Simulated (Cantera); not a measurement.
An isothermal, constant-pressure homogeneous reactor starts with 0.106 % CO, 3.66 % O₂, 0.0308 % H₂O, 96.2 % N₂, equivalence ratio 0.014, at 975 K and 87000 Pa.

Computed with Cantera and GRI-Mech 3.0 (53 species, 325 reactions).

x: mole fraction; the columns are a selection and need not sum to one.

```csv
t (s),x CO,x O₂,x H₂O,x O,x HO₂
0.000300,0.00106,0.0366,0.000308,5.99e-12,<1e-12
0.000738,0.00106,0.0366,0.000308,1.47e-11,<1e-12
0.00182,0.00106,0.0366,0.000308,3.59e-11,<1e-12
0.00447,0.00106,0.0366,0.000308,8.70e-11,2.20e-12
0.0110,0.00106,0.0366,0.000308,2.07e-10,1.56e-11
0.0271,0.00106,0.0366,0.000308,4.73e-10,9.70e-11
0.0668,0.00106,0.0366,0.000308,1.02e-9,5.48e-10
0.164,0.00106,0.0366,0.000308,2.30e-9,2.96e-9
0.404,0.00106,0.0366,0.000308,9.82e-9,2.17e-8
0.996,0.00105,0.0366,0.000308,___,___
2.45,0.00101,0.0365,0.000308,1.20e-7,3.46e-7
6.03,0.000898,0.0365,0.000308,1.14e-7,3.32e-7
14.9,___,0.0364,0.000308,___,___
36.6,0.000354,0.0362,0.000308,6.70e-8,2.12e-7
90.0,8.60e-5,0.0361,0.000308,2.77e-8,1.01e-7
```

Task: What belongs in the gaps?

Result: 
- 0.996, x O: 9.69e-8
- 0.996, x HO₂: 2.71e-7
- 14.9, x CO: 0.000679
- 14.9, x O: 9.78e-8
- 14.9, x HO₂: 2.93e-7
